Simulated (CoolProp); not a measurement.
Vapour-liquid equilibrium of R22 (1) + dimethyl ether (2) at 109 kPa; x and y are mole fractions of (1).

Computed with CoolProp (multi-fluid Helmholtz-energy mixture model, Kamei 1995 and Wu 2011; pair parameters Bell 2016).

```
x     bubble temperature (°C)  y at the bubble point  dew temperature at overall composition x (°C)  liquid density (mol/L)
----  -----------------------  ---------------------  ---------------------------------------------  ----------------------
0.05                    -22.8                  0.038                                          -22.7                   15.93
0.15                    -22.2                  0.131                                          -22.2                   15.97
0.25                    -22.0                  0.248                                          -22.0                   16.01
0.35                    -22.3                  0.391                                          -22.1                   16.05
0.45                    -23.3                  0.548                                          -22.6                   16.10
0.55                    -25.3                  0.702                                          -23.3                   16.16
0.65                    -28.2                  0.830                                          -24.5                   16.22
0.75                    -31.7                  0.918                                          -26.3                   16.28
0.85                    -35.1                  0.970                                          -28.9                   16.30
0.95                    -38.1                  0.994                                          -33.6                   16.28
```

y crosses x between x = 0.25 and 0.35: the model has an azeotrope there.

The pair parameters rest on a limited set of measurements; away from them the model extrapolates.
